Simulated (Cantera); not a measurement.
## Equilibrium for chemical vapour transport: Si + H2O + N2 + Cl2

Charge: 1 mol Si, 0.87 mol H2O, 0.04 mol N2, a varied amount of Cl2, held at 750 °C and 0.133 bar.

Cantera equilibrium calculation (NASA polynomials, part measured and part estimated; ideal gas, pure solids and liquids). Candidate condensed phases: H2O, NH4Cl, Si, SiO2, Si2N2O, Si3N4; 47 gas species. N2 is the only nitrogen source here; it is nearly inert below about 1500 K, so the nitride shown seldom forms there in practice. Mutual solubility and eutectic melting of coexisting phases are not modelled. The tables' values for SiCl3 are old estimates; treat these amounts as uncertain. The numbers say what is thermodynamically allowed, not how fast it happens.

From 0.1 mol Cl2 to 0.94 mol Cl2 the condensed part is Si(s) + SiO2(β-quartz) + Si2N2O(s). From 1.1 mol Cl2 to 1.4 mol Cl2 the condensed part is SiO2(β-quartz) + Si2N2O(s). The main Si-bearing gas is SiCl4 throughout.

```tsv
n(Cl2) (mol)	x H2	x HCl	x SiCl4	x SiHCl3	x SiCl3	x SiCl2	n Si(s)	n SiO2(β-quartz)	n Si2N2O(s)
0.1	0.927	0.0181	0.0365	0.0158	0.00104	0.000631	0.455	0.415	0.0400
0.31	0.821	0.0228	0.116	0.0354	0.00249	0.00113	0.345	0.415	0.0400
0.52	0.736	0.0243	0.185	0.0476	0.00354	0.00142	0.236	0.415	0.0400
0.73	0.667	0.0248	0.245	0.0558	0.00435	0.00164	0.127	0.415	0.0400
0.94	0.610	0.0248	0.296	0.0615	0.00502	0.00180	0.0190	0.415	0.0400
1.1	0.521	0.135	0.333	0.0109	0.000961	5.86e-5	0	0.415	0.0400
1.4	0.270	0.444	0.284	0.00147	0.000180	2.40e-6	0	0.415	0.0400
```
x: gas mole fraction; n: condensed amount in mol.
